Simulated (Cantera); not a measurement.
An adiabatic, constant-volume homogeneous reactor starts with 3.12 % C3H8, 26.9 % O2, 70.0 % N2, at 1823 K and 101000 Pa.

Computed with Cantera and GRI-Mech 3.0 (53 species, 325 reactions). GRI-Mech 3.0 was tuned for natural gas; its chemistry of propane as a main component is partial and can be far from experiment.

Q: Predict: time of steepest temperature rise; temperature at 8.00 s; equilibrium temperature; x(O2) at 8.00 s; x(CO2) at 8.00 s; x(H2) at 8.00 s.

A: 
```
Property                                                            Result
---------------------------------  ---------------------------------------
time of steepest temperature rise                                  8.92 µs
temperature at 8.00 s                                               2929 K
equilibrium temperature                                             2929 K
x(O2) at 8.00 s                      0.0960 (gas-phase equilibrium 0.0960)
x(CO2) at 8.00 s                     0.0535 (gas-phase equilibrium 0.0535)
x(H2) at 8.00 s                    0.00761 (gas-phase equilibrium 0.00761)
```
